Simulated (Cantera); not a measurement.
Feed: 1 mol TEOS, 0.65 mol NO, at 1223 K and 0.133 bar.

Cantera equilibrium calculation (NASA polynomials, part measured and part estimated; ideal gas, pure solids and liquids). Candidate condensed phases: C, C6H6, C7H8, C8H18, H2O, Si, SiC, SiO2, Si2N2O, Si3N4; 151 gas species. The feed counts by its element totals alone. The tables hold silica as quartz up to 1696 K and as liquid above; real silica turns to tridymite and cristobalite and melts near 1996 K. Kinetics and transport are ignored.

Base state: H2 0.769, CO 0.204, N2 0.0251, CH4 0.00105, H2O 0.000420, CO2 7.63e-5, HCN 1.33e-5 (mole fractions); condensed: C(graphite) + SiO2(β-quartz).

Q: What changes in the equilibrium state with this change: NO from 0.65 to 0.12 mol?

A: 
| species | before | after |
|---|---|---|
| H2 | 0.769 | 0.820 |
| CO | 0.204 | 0.174 |
| N2 | 0.0251 | 0.00493 |
| HCN | 1.33e-5 | 6.08e-6 |
| CO2 | 7.63e-5 | 5.54e-5 |
| CH4 | 0.00105 | 0.00119 |
| H2O | 0.000420 | 0.000382 |
| C(graphite), mol | 5.34 | 5.87 |
| SiO2(β-quartz), mol | 1.00 | 1.00 |

Q: What changes in the equilibrium state with this change: temperature from 1223 K to 2148 K?

A: 
```tsv
species	before	after
H2	0.769	0.657
CO	0.204	0.305
N2	0.0251	0.0200
H	7.22e-7	0.00925
SiO	1.20e-9	0.00391
Si	<1e-9	0.000151
SiH	<1e-9	2.19e-5
SiH2	<1e-9	1.39e-5
C(graphite), mol	5.34	2.39
SiO2(β-quartz), mol	1.00	0
SiC(s), mol	0	0.938
```
Gases not in the tables: Si2H6 and higher silanes.
